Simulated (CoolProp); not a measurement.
Vapour-liquid equilibrium of R152A (1) + ethanol (2) at 350.6 K; x and y are mole fractions of (1).

The numbers come from the multi-fluid Helmholtz-energy mixture model, Outcalt 1996 and Schroeder 2014; pair parameters Bell 2016 in CoolProp.

Give the bubble pressure and the first vapour's composition at x = 0.25, 0.65, 0.75. Is there an azeotrope?

x = 0.25: 1.454 MPa, y = 0.930; x = 0.65: 1.840 MPa, y = 0.944; x = 0.75: 1.877 MPa, y = 0.947. No azeotrope shows between x = 0.05 and 0.95.

Pair parameters are fitted to limited data, so mixtures are less certain than the pure fluids. With so large a gap from Raoult's law the liquid may split in two, which this calculation doesn't test in full.
